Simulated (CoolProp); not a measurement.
Properties of R236EA at several states (Tc = 412.4 K, pc = 34.14 bar, ω = 0.368).

Computed with CoolProp (reference Helmholtz-energy equation of state, Rui 2013).

```csv
T (K),p (bar),phase,density (kg/m³),Joule-Thomson coefficient (K/MPa),isothermal compressibility (1/MPa),Prandtl number
329.7,6.84,liquid,1319,-0.02828,0.005148,4.87
308.4,60,liquid,1418,-0.1926,0.002815,5.86
329.4,7.71,liquid,1321,-0.03230,0.005086,4.89
```

Viscosity comes from a separate model (Huber 2003), an estimate that may be off by 10 % or more. Thermal conductivity comes from a separate model (Huber 2003), an estimate that may be off by 10 % or more.
